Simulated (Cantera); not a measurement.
A perfectly stirred reactor is fed with CH4 : H2O : H2 = 1 : 1 : 0.36 (molar parts), at 0.990 bar; it is held at 1800 K, and followed from long to short residence time.

Cantera simulation using GRI-Mech 3.0 (53 species, 325 reactions); the numbers are that mechanism's predictions, not measurements.

Q: Predict: x(CH4) at τ = 0.510 s; x(H2O) at τ = 0.510 s; x(H2) at τ = 0.510 s; x(H) at τ = 0.510 s; x(HCO) at τ = 0.510 s; x(CH4) at τ = 48.0 ms; x(H2O) at τ = 48.0 ms; x(H2) at τ = 48.0 ms; x(H) at τ = 48.0 ms; x(HCO) at τ = 48.0 ms.

A: 
```json
{
 "x(CH4) at τ = 0.510 s": "0.0254",
 "x(H2O) at τ = 0.510 s": "0.124",
 "x(H2) at τ = 0.510 s": "0.663",
 "x(H) at τ = 0.510 s": "0.000291",
 "x(HCO) at τ = 0.510 s": "2.37e-8",
 "x(CH4) at τ = 48.0 ms": "0.0666",
 "x(H2O) at τ = 48.0 ms": "0.248",
 "x(H2) at τ = 48.0 ms": "0.541",
 "x(H) at τ = 48.0 ms": "0.000249",
 "x(HCO) at τ = 48.0 ms": "1.45e-8"
}
```
